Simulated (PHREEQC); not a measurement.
Solution (15 °C): 0.0057 mol H2SO4 and 0.044 mol Al2(SO4)3 per kg of water. Closed to the air; pH follows from the charge balance.

The numbers come from PHREEQC with the ion-association model, phreeqc.dat.

No solid was allowed to form.

Question: Order these S species by the share of S that they hold, largest first: AlSO4+, HSO4-, SO4-2, Al(SO4)2-.

Answer: AlSO4+ (43 %), Al(SO4)2- (29 %), SO4-2 (25 %), HSO4- (4.0 %)

Question: Order these Al species by the share of Al that they hold, largest first: Al(SO4)2-, AlSO4+, Al+3.

Answer: AlSO4+ (67 %), Al(SO4)2- (22 %), Al+3 (11 %)

The pH is 2.32 and the ionic strength 0.156 mol/kgw. Complexes and solids missing from the database can't appear.
